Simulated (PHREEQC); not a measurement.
## Nickel, zinc or cadmium bath (model solution)

Consider water at 25 °C with 0.034 mol CdSO4, 3.2e-05 mol NaCl and 3.4e-05 mol H2SO4 per kg of water. Closed to the air; pH follows from the charge balance.

Equilibrium calculation in PHREEQC: ion-association model, phreeqc.dat.

```yaml
pH: 4.46
ionic_strength: 0.0722 mol/kgw
density: 1.003 g/cm³
total_alkalinity: -0.0680 meq/kg
```

| species | molality | activity | log γ |
|---|---|---|---|
| Cd+2 | 0.0180 | 0.00738 | -0.388 |
| SO4-2 | 0.0157 | 0.00648 | -0.383 |
| CdSO4 | 0.0136 | 0.0138 | 0.007 |
| Cd(SO4)2-2 | 0.00239 | 0.000979 | -0.388 |
| H+ | 4.10e-5 | 3.44e-5 | -0.076 |
| Na+ | 3.10e-5 | 2.49e-5 | -0.095 |
| HSO4- | 2.71e-5 | 2.16e-5 | -0.097 |
| Cl- | 1.89e-5 | 1.49e-5 | -0.103 |
| CdCl+ | 1.31e-5 | 1.05e-5 | -0.097 |
| NaSO4- | 1.00e-6 | 8.09e-7 | -0.093 |
| CdOH+ | 2.23e-8 | 1.79e-8 | -0.097 |
| Cd2OH+3 | 4.81e-9 | 6.45e-10 | -0.873 |

This is a speciation only: nothing precipitates in the calculation.
